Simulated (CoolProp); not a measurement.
Properties of ethanol along the isotherm 159.35 °C.

Values from CoolProp's reference Helmholtz-energy equation of state, Schroeder 2014.

| p (bar) | phase | Z | cp (kJ/(kg K)) | conductivity (mW/(m K)) |
|---|---|---|---|---|
| 0.297 | gas | 0.9967 | 1.882 | 29.7 |
| 0.529 | gas | 0.9941 | 1.892 | 29.7 |
| 0.94 | gas | 0.9895 | (withheld) | (withheld) |
| 1.67 | gas | 0.9811 | 1.940 | 29.9 |
| 2.97 | gas | 0.9659 | 1.998 | 30.2 |
| 5.29 | gas | 0.9375 | 2.114 | 30.8 |
| 9.4 | gas | 0.8822 | 2.374 | 31.9 |
| 16.7 | liquid | 0.03365 | 3.947 | 141 |
| 29.7 | liquid | 0.05947 | (withheld) | 142 |
| 52.9 | liquid | 0.1049 | (withheld) | 144 |
| 94 | liquid | 0.1835 | 3.787 | 147 |

Problem. Complete the blanks.

Solution. 
- 0.94, cp (kJ/(kg K)): 1.909
- 0.94, conductivity (mW/(m K)): 29.8
- 29.7, cp (kJ/(kg K)): 3.913
- 52.9, cp (kJ/(kg K)): 3.861

Thermal conductivity comes from a separate model (Assael 2013).
